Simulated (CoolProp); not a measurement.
Values from CoolProp's reference Helmholtz-energy equation of state, Zhou 2011.

For dimethyl carbonate, give the phase and the cv (kJ/(kg K)), speed of sound (m/s), Joule-Thomson coefficient (K/MPa) at 588.2 K and 0.139 MPa; 588.2 K and 0.95 MPa; 588.2 K and 6.47 MPa.


- 588.2 K and 0.139 MPa: gas; cv 1.75, speed of sound 237, Joule-Thomson coefficient 5.76
- 588.2 K and 0.95 MPa: gas; cv 1.76, speed of sound 227, Joule-Thomson coefficient 6.17
- 588.2 K and 6.47 MPa: supercritical; cv 1.90, speed of sound 139, Joule-Thomson coefficient 10.2
